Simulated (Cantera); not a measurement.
Cantera run, input and output.

```python
import numpy as np
import cantera as ct

gas = ct.Solution("gri30.yaml")
gas.TPX = 1773, 21000, {'NO': 1, 'N2': 0.27}
reactor = ct.IdealGasConstPressureReactor(gas, energy="off", clone=False)
net = ct.ReactorNet([reactor])
net.rtol, net.atol = 1e-08, 1e-18
show = ['NO', 'O2', 'N2O', 'NO2', 'N2', 'O']
times = np.geomspace(3e-05, 2, 10)

steps = ct.SolutionArray(gas, extra=["t"])
rows = []
print(f"{'t/s':>10s}{'T/K':>9s}{'P/Pa':>11s}" + "".join(f"{s:>11s}" for s in show))
for t in times:
    while net.time < t:
        t_next = net.step()
        steps.append(gas.state, t=t_next)
    rows.append([np.interp(t, steps.t, y) for y in (steps.T, steps.P, *steps(*show).X.T)])
    print(f"{t:10.3e}{rows[-1][0]:9.1f}{rows[-1][1]:11.4g}" + "".join(f"{x:11.3e}" for x in rows[-1][2:]))
rate = np.gradient(steps.T, steps.t)
print("integrator steps:", len(steps.t))
if steps.T.max() > steps.T[0] + 200:
    print(f"time of steepest temperature rise: {steps.t[rate.argmax()]:.4e} s")
gas.TPX = 1773, 21000, {'NO': 1, 'N2': 0.27}
gas.equilibrate("TP")
print(f"equilibrium (TP): T = {gas.T:.1f} K  " + "  ".join(f"{s} {gas[s].X[0]:.3e}" for s in show))
```

Result:

```
       t/s      T/K       P/Pa         NO         O2        N2O        NO2         N2          O
 3.000e-05   1773.0    2.1e+04  7.874e-01  7.423e-10  7.060e-07  4.506e-08  2.126e-01  6.629e-07
 1.031e-04   1773.0    2.1e+04  7.874e-01  8.080e-09  2.417e-06  4.758e-07  2.126e-01  1.964e-06
 3.541e-04   1773.0    2.1e+04  7.874e-01  8.182e-08  8.207e-06  4.018e-06  2.126e-01  4.439e-06
 1.216e-03   1773.0    2.1e+04  7.873e-01  8.927e-07  2.708e-05  2.207e-05  2.126e-01  7.286e-06
 4.179e-03   1773.0    2.1e+04  7.872e-01  1.346e-05  8.121e-05  8.080e-05  2.126e-01  1.318e-05
 1.436e-02   1773.0    2.1e+04  7.867e-01  1.717e-04  1.829e-04  1.581e-04  2.128e-01  2.038e-05
 4.932e-02   1773.0    2.1e+04  7.849e-01  9.974e-04  2.393e-04  1.815e-04  2.136e-01  2.308e-05
 1.695e-01   1773.0    2.1e+04  7.790e-01  3.948e-03  2.366e-04  2.084e-04  2.166e-01  2.585e-05
 5.822e-01   1773.0    2.1e+04  7.590e-01  1.390e-02  2.220e-04  2.777e-04  2.266e-01  3.331e-05
 2.000e+00   1773.0    2.1e+04  6.953e-01  4.562e-02  1.818e-04  4.060e-04  2.584e-01  4.973e-05
integrator steps: 655
equilibrium (TP): T = 1773.0 K  NO 4.545e-03  O2 3.913e-01  N2O 1.052e-07  NO2 7.539e-06  N2 6.040e-01  O 1.289e-04
```

Model: GRI-Mech 3.0 (53 species, 325 reactions), integrated in Cantera.
